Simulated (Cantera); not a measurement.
A closed system holds: 1 mol CH₃SiH₃, 0.25 mol C₃H₈, 53 mol H₂, at 1575 °C and 10.0 mbar.

Cantera equilibrium calculation (NASA polynomials, part measured and part estimated; ideal gas, pure solids and liquids). Candidate condensed phases: C, C₆H₆, C₇H₈, C₈H₁₈, Si, SiC; 87 gas species. The feed counts by its element totals alone. Kinetics and transport are ignored.

Base state: H₂ 0.994, H 0.00529, C₂H₂ (acetylene) 0.000256, Si 1.88e-5 (mole fractions); condensed: C(graphite) + SiC(s).

### Question
What changes in the equilibrium state with this change: pressure from 10.0 mbar to 74.0 mbar?

### Answer
```csv
species,before,after
H₂,0.994,0.998
H,0.00529,0.00195
C₂H₂ (acetylene),0.000256,0.000257
CH₄,6.51e-6,4.85e-5
Si,1.88e-5,2.54e-6
"C(graphite), mol",0.722,0.718
"SiC(s), mol",0.999,1.000
```

### Question
What changes in the equilibrium state with this change: temperature from 1575 °C to 2200 °C?

### Answer
```tsv
species	before	after
H₂	0.994	0.780
H	0.00529	0.197
Si	1.88e-5	0.0119
C₃	<1e-9	3.26e-5
C	<1e-9	1.15e-5
C₂H	1.46e-8	0.000129
SiC₂	3.59e-7	0.00286
C₄H₂	2.62e-8	3.00e-5
C(graphite), mol	0.722	0.367
SiC(s), mol	0.999	0
```
Gases not in the tables: Si₂H₆ and higher silanes.
